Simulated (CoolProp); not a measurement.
Computed with CoolProp (reference Helmholtz-energy equation of state, Younglove 1994). It is a modified Benedict-Webb-Rubin equation, recast in Helmholtz form.

Task: For R123, give the phase and the conductivity (mW/(m K)), Prandtl number at 86.65 °C and 7470 kPa; 15.45 °C and 46.8 kPa; 189.45 °C and 107 kPa.

Result: 
- 86.65 °C and 7470 kPa: liquid; conductivity 64.8, Prandtl number 4.08
- 15.45 °C and 46.8 kPa: gas; conductivity 8.63, Prandtl number 0.811
- 189.45 °C and 107 kPa: gas; conductivity 18.7, Prandtl number 0.729

Viscosity comes from a separate model (Tanaka 1996). Thermal conductivity comes from a separate model (Laesecke 1996).
